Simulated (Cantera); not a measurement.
**SiCl₄ + Cl₂ + H₂ (chlorosilane synthesis and conversion)**

Charge: 1 mol SiCl₄, 1 mol Cl₂, a varied amount of H₂, at 1048 K and 24.0 bar.

These are equilibrium values from Cantera (NASA tables, ideal gas, pure condensed phases), not measurements of a reactor. Candidate condensed phases: Si; 19 gas species. The tables' values for SiCl₃ are old estimates; treat these amounts as uncertain. Equilibrium is a limit: real reactors are often held back by kinetics, nucleation or transport.

From 0.45 mol H₂ to 2.2 mol H₂ nothing is condensed. The main Si-bearing gas is SiCl₄ throughout.

| n(H₂) (mol) | log p HCl | log p SiCl₄ | log p H₂ | log p Cl₂ | log p SiHCl₃ | log p Cl | log p SiCl₃ | log p SiH₂Cl₂ |
|---|---|---|---|---|---|---|---|---|
| 0.45 | 0.95 | 0.99 | -8.92 | 0.73 | <-10 | -2.75 | -7.91 | <-10 |
| 0.55 | 1.02 | 0.97 | -8.67 | 0.63 | <-10 | -2.80 | -7.87 | <-10 |
| 0.67 | 1.08 | 0.95 | -8.39 | 0.47 | -10.50 | -2.88 | -7.82 | <-10 |
| 0.81 | 1.14 | 0.93 | -8.01 | 0.21 | -10.20 | -3.01 | -7.71 | <-10 |
| 1 | 1.20 | 0.90 | -3.83 | -3.84 | -6.12 | -5.03 | -5.71 | <-10 |
| 1.2 | 1.18 | 0.87 | 0.17 | -7.90 | -2.12 | -7.06 | -3.71 | -6.05 |
| 1.5 | 1.14 | 0.84 | 0.53 | -8.33 | -1.76 | -7.28 | -3.53 | -5.30 |
| 1.8 | 1.10 | 0.80 | 0.70 | -8.57 | -1.59 | -7.40 | -3.45 | -4.93 |
| 2.2 | 1.06 | 0.75 | 0.83 | -8.79 | -1.46 | -7.51 | -3.38 | -4.62 |
log p: log10 of the partial pressure in bar; nothing condenses.
